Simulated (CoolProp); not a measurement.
Properties of normal hydrogen along the isobar 2370 kPa.

Values from CoolProp's reference Helmholtz-energy equation of state, Leachman 2009.

```json
[
 {"T (°C)": "-246.55", "phase": "liquid", "cp (kJ/(kg K))": "12.22", "expansivity (1/kK)": "20.39", "Prandtl number": "1.17"},
 {"T (°C)": "-241.65", "phase": "liquid", "cp (kJ/(kg K))": "17.33", "expansivity (1/kK)": "35.51", "Prandtl number": "1.27"},
 {"T (°C)": "-236.65", "phase": "supercritical", "cp (kJ/(kg K))": "37.83", "expansivity (1/kK)": "116.6", "Prandtl number": "2.08"},
 {"T (°C)": "-231.75", "phase": "supercritical", "cp (kJ/(kg K))": "28.33", "expansivity (1/kK)": "89.86", "Prandtl number": "1.44"},
 {"T (°C)": "-226.85", "phase": "supercritical", "cp (kJ/(kg K))": "18.46", "expansivity (1/kK)": "48.34", "Prandtl number": "1.00"},
 {"T (°C)": "-221.95", "phase": "supercritical", "cp (kJ/(kg K))": "15.38", "expansivity (1/kK)": "34.24", "Prandtl number": "0.864"},
 {"T (°C)": "-216.95", "phase": "supercritical", "cp (kJ/(kg K))": "13.91", "expansivity (1/kK)": "26.98", "Prandtl number": "0.792"},
 {"T (°C)": "-212.05", "phase": "supercritical", "cp (kJ/(kg K))": "13.10", "expansivity (1/kK)": "22.61", "Prandtl number": "0.753"},
 {"T (°C)": "-207.15", "phase": "supercritical", "cp (kJ/(kg K))": "12.59", "expansivity (1/kK)": "19.60", "Prandtl number": "0.729"},
 {"T (°C)": "-202.15", "phase": "supercritical", "cp (kJ/(kg K))": "12.27", "expansivity (1/kK)": "17.34", "Prandtl number": "0.712"},
 {"T (°C)": "-197.25", "phase": "supercritical", "cp (kJ/(kg K))": "12.07", "expansivity (1/kK)": "15.64", "Prandtl number": "0.701"},
 {"T (°C)": "-192.35", "phase": "supercritical", "cp (kJ/(kg K))": "11.95", "expansivity (1/kK)": "14.27", "Prandtl number": "0.694"}
]
```

The peak of cp marks the crossing from liquid-like to gas-like fluid above the critical point.

Viscosity comes from a separate model (Muzny 2013). Thermal conductivity comes from a separate model (Assael 2011).
